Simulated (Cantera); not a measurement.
What does this Cantera script print?

```python
import numpy as np
import cantera as ct

gas = ct.Solution("gri30.yaml")
gas.TPX = 1675, 1000000, {'CH3OH': 1, 'O2': 2.83, 'N2': 25}
reactor = ct.IdealGasReactor(gas, energy="on", clone=False)
net = ct.ReactorNet([reactor])
net.rtol, net.atol = 1e-08, 1e-16
show = ['CH3OH', 'O2', 'CO', 'H', 'N2O', 'CO2', 'HO2']
times = np.geomspace(3e-06, 0.2, 13)

steps = ct.SolutionArray(gas, extra=["t"])
rows = []
print(f"{'t/s':>10s}{'T/K':>9s}{'P/Pa':>11s}" + "".join(f"{s:>11s}" for s in show))
for t in times:
    while net.time < t:
        t_next = net.step()
        steps.append(gas.state, t=t_next)
    rows.append([np.interp(t, steps.t, y) for y in (steps.T, steps.P, *steps(*show).X.T)])
    print(f"{t:10.3e}{rows[-1][0]:9.1f}{rows[-1][1]:11.4g}" + "".join(f"{x:11.3e}" for x in rows[-1][2:]))
rate = np.gradient(steps.T, steps.t)
print("integrator steps:", len(steps.t))
if steps.T.max() > steps.T[0] + 200:
    print(f"time of steepest temperature rise: {steps.t[rate.argmax()]:.4e} s")
gas.TPX = 1675, 1000000, {'CH3OH': 1, 'O2': 2.83, 'N2': 25}
gas.equilibrate("UV")
print(f"equilibrium (UV): T = {gas.T:.1f} K  " + "  ".join(f"{s} {gas[s].X[0]:.3e}" for s in show))
```

Result:

```
       t/s      T/K       P/Pa      CH3OH         O2         CO          H        N2O        CO2        HO2
 3.000e-06   1676.6  1.002e+06  3.311e-02  9.723e-02  1.166e-04  5.597e-06  1.417e-08  3.068e-05  4.366e-04
 7.570e-06   1714.5  1.034e+06  2.278e-02  9.154e-02  3.271e-03  2.951e-05  1.100e-07  1.298e-04  1.129e-03
 1.910e-05   2322.6  1.422e+06  5.028e-17  4.693e-02  7.448e-03  8.112e-04  3.137e-06  2.638e-02  1.451e-05
 4.821e-05   2422.9  1.475e+06  6.111e-19  4.489e-02  1.216e-03  9.774e-05  2.144e-06  3.281e-02  5.996e-06
 1.216e-04   2425.8  1.476e+06  4.432e-19  4.477e-02  1.004e-03  8.634e-05  2.011e-06  3.303e-02  5.856e-06
 3.070e-04   2425.1  1.476e+06  4.407e-19  4.465e-02  1.002e-03  8.600e-05  2.007e-06  3.303e-02  5.834e-06
 7.746e-04   2423.5  1.475e+06  4.354e-19  4.436e-02  9.968e-04  8.522e-05  1.998e-06  3.304e-02  5.780e-06
 1.955e-03   2420.0  1.472e+06  4.238e-19  4.370e-02  9.856e-04  8.350e-05  1.981e-06  3.305e-02  5.660e-06
 4.932e-03   2413.6  1.468e+06  4.034e-19  4.251e-02  9.656e-04  8.044e-05  1.956e-06  3.307e-02  5.445e-06
 1.245e-02   2406.3  1.464e+06  3.813e-19  4.115e-02  9.432e-04  7.706e-05  1.939e-06  3.310e-02  5.204e-06
 3.141e-02   2403.2  1.462e+06  3.723e-19  4.057e-02  9.338e-04  7.565e-05  1.935e-06  3.311e-02  5.103e-06
 7.926e-02   2403.0  1.462e+06  3.718e-19  4.053e-02  9.333e-04  7.557e-05  1.935e-06  3.311e-02  5.097e-06
 2.000e-01   2403.0  1.462e+06  3.718e-19  4.053e-02  9.333e-04  7.557e-05  1.935e-06  3.311e-02  5.097e-06
integrator steps: 1608
time of steepest temperature rise: 1.2281e-05 s
equilibrium (UV): T = 2403.0 K  CH3OH 3.933e-19  O2 4.053e-02  CO 9.333e-04  H 7.557e-05  N2O 1.935e-06  CO2 3.311e-02  HO2 5.097e-06
```

Computed with Cantera and GRI-Mech 3.0 (53 species, 325 reactions). GRI-Mech 3.0 was tuned for natural gas; its chemistry of methanol as a main component is partial and can be far from experiment.
